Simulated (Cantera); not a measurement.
An isothermal, constant-pressure homogeneous reactor starts with C₂H₆ : H₂ = 1 : 92 (molar parts), at 1400 K and 1700 Pa. Integrator tolerance rtol = 1e-08.

Detailed kinetics in Cantera: GRI-Mech 3.0 (53 species, 325 reactions). GRI-Mech 3.0 stops at C3 and has no aromatics, soot or wall deposition, so with more carbon than oxygen in the feed, carbon stays in small species such as C2H2 where larger ones or solid carbon would form. Radical loss at walls, strong at low pressure, is not modelled.

```
quantity                                             before                                    after
-----------------  ----------------------------------------  ---------------------------------------
x(C₂H₆) at 40.0 s   9.00e-8 (gas-phase equilibrium 3.81e-8)  1.03e-6 (gas-phase equilibrium 1.03e-6)
x(H₂) at 40.0 s         0.985 (gas-phase equilibrium 0.987)      0.979 (gas-phase equilibrium 0.979)
x(C₂H₂) at 40.0 s   0.00576 (gas-phase equilibrium 0.00840)  6.66e-5 (gas-phase equilibrium 6.66e-5)
x(H) at 40.0 s      3.49e-5 (gas-phase equilibrium 3.73e-5)  4.84e-6 (gas-phase equilibrium 4.84e-6)
x(C₂H₄) at 40.0 s  8.08e-5 (gas-phase equilibrium 0.000116)  5.37e-5 (gas-phase equilibrium 5.37e-5)
```

Question: Name the change that produced these shifts.
(A) pressure from 1700 Pa to 100000 Pa
(B) C2H6 1 to 0.1 parts
(C) pressure from 1700 Pa to 1330 Pa
(D) temperature 1400 to 1750 K

Answer: A, pressure from 1700 Pa to 100000 Pa
